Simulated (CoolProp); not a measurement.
The fluid at 536.85 K and 1.18 MPa flows at 0.057 m/s in a round tube of 10 mm bore and 45 µm roughness, fully developed (64/Re and Nu = 3.66 if laminar; Colebrook and Gnielinski if turbulent). The same conditions are run with several fluids, on thermodynamics alone (safety and materials aside).

Model: reference Helmholtz-energy equation of state of each fluid (normal hydrogen: Leachman 2009; n-heptane: Span 2003; n-pentane: Thol 2019; isobutane: Bücker 2006; sulfur hexafluoride: Guder 2009), in CoolProp.

**Question.** Rank normal hydrogen, n-heptane, n-pentane, isobutane, sulfur hexafluoride by Reynolds number, highest first.

**Answer.** n-heptane (1610), n-pentane (1020), sulfur hexafluoride (872), isobutane (691), normal hydrogen (22.6)

```json
[
 {"fluid": "normal hydrogen", "Darcy friction factor": "2.83", "pressure drop (Pa/m)": "0.244", "heat-transfer coefficient (W/(m² K))": "105", "mass flow (kg/h)": "0.00855"},
 {"fluid": "n-heptane", "Darcy friction factor": "0.0398", "pressure drop (Pa/m)": "0.208", "heat-transfer coefficient (W/(m² K))": "15.5", "mass flow (kg/h)": "0.519"},
 {"fluid": "n-pentane", "Darcy friction factor": "0.0627", "pressure drop (Pa/m)": "0.211", "heat-transfer coefficient (W/(m² K))": "17.1", "mass flow (kg/h)": "0.334"},
 {"fluid": "isobutane", "Darcy friction factor": "0.0927", "pressure drop (Pa/m)": "0.242", "heat-transfer coefficient (W/(m² K))": "18.5", "mass flow (kg/h)": "0.259"},
 {"fluid": "sulfur hexafluoride", "Darcy friction factor": "0.0734", "pressure drop (Pa/m)": "0.467", "heat-transfer coefficient (W/(m² K))": "11.5", "mass flow (kg/h)": "0.631"}
]
```

Transport values come from each fluid's own correlations; those of n-pentane are estimates that may be off by 10 % or more.
